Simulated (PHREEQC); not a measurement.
# Polishing slurry liquid

Dissolve 0.019 mol/kgw H2SO4 and 0.26 mol/kgw Fe(NO3)3 at 25 °C. Closed to the air; pH follows from the charge balance.

Model: ion-association model, wateq4f.dat, run in PHREEQC.

Precipitation was switched off in this run.

Task: Estimate the pH.

Result: pH 1.41.

Task: In which forms is Fe present?

Result: Fe+3 86 %, FeSO4+ 6.3 %, FeOH+2 5.8 %, Fe2(OH)2+4 0.7 %, FeHSO4+2 0.7 % of the Fe.

Examples of supersaturated solids here: Hematite (slow to form), Goethite (slow to form). Others may be too. Ionic strength above about 0.7 mol/kgw puts this run outside the model's range.
